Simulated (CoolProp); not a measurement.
Vapour-liquid equilibrium of R143a (1) + R134a (2) at -26.55 °C; x and y are mole fractions of (1).

Computed with CoolProp (multi-fluid Helmholtz-energy mixture model, Lemmon and Jacobsen 2000 and Tillner-Roth 1994; pair parameters Lemmon 2004).

Q: Give the bubble pressure and the first vapour's composition at x = 0.2, 0.275, 0.875. Is there an azeotrope?

A: x = 0.2: 128.0 kPa, y = 0.372; x = 0.275: 138.9 kPa, y = 0.472; x = 0.875: 227.4 kPa, y = 0.941. No azeotrope shows between x = 0.05 and 0.95.

The pair parameters rest on a limited set of measurements; away from them the model extrapolates.
